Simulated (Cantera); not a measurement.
Input (Python, Cantera) and output of one run.

```python
import numpy as np
import cantera as ct

gas_names = """
    F2 CL
""".split()
cond_names = """
    CaCL2(s) CaCL2(L) CaF2(a) CaF2(b) CaF2(L)
""".split()


def load(file, names, dense=False):
    # The tables refer to 1 bar. Condensed volumes are neglected.
    table = {s.name: s for s in ct.Species.list_from_file(file)}
    out = []
    for n in names:
        d = dict(table[n].input_data)
        d["thermo"] = dict(d["thermo"], **{"reference-pressure": 1e5})
        if dense:
            d["equation-of-state"] = {"model": "constant-volume", "density": "1e6 g/cm^3"}
        out.append(ct.Species.from_dict(d))
    return out


species = {s.name: s for s in load("nasa_gas.yaml", gas_names) + load("nasa_condensed.yaml", cond_names)}
# Each term lists the table entries of one substance; the one whose range holds T is used.
reactions = {
    'F2(g) + CaCl2 = CaF2 + 2 Cl(g)':
        [(-1, ['F2']), (-1, ['CaCL2(s)', 'CaCL2(L)']), (1, ['CaF2(a)', 'CaF2(b)', 'CaF2(L)']), (2, ['CL'])],
}


def pick(names, T):
    return next(species[n] for n in names if species[n].thermo.min_temp <= T <= species[n].thermo.max_temp)


results = []
for label, terms in reactions.items():
    print(label)
    print("     T/K   dH/kJ  dS/(J/K)   dG/kJ   log10 K")
    for T in [475, 575, 675, 775, 875, 975]:
        used = [(nu, pick(names, T)) for nu, names in terms]
        dH = sum(nu * s.thermo.h(T) for nu, s in used) / 1e6
        dS = sum(nu * s.thermo.s(T) for nu, s in used) / 1e3
        dG = dH - T * dS / 1e3
        logK = -dG * 1e6 / (ct.gas_constant * T * np.log(10))
        results.append((label, T, dH, dS, dG, logK, [s.name for _, s in used]))
        print(f"{T:8g} {dH:8.1f} {dS:8.1f} {dG:8.1f} {logK:8.2f}")
```

Result:

```
F2(g) + CaCl2 = CaF2 + 2 Cl(g)
     T/K   dH/kJ  dS/(J/K)   dG/kJ   log10 K
     475   -185.7     96.2   -231.4    25.45
     575   -184.6     98.2   -241.1    21.90
     675   -183.6     99.9   -251.0    19.43
     775   -182.5    101.4   -261.1    17.60
     875   -181.3    102.8   -271.3    16.20
     975   -180.1    104.2   -281.7    15.09
```

Standard-state values (1 bar) from the NASA 1993 polynomials, evaluated with Cantera. Condensed species are held in their standard states even where they would react or evaporate.
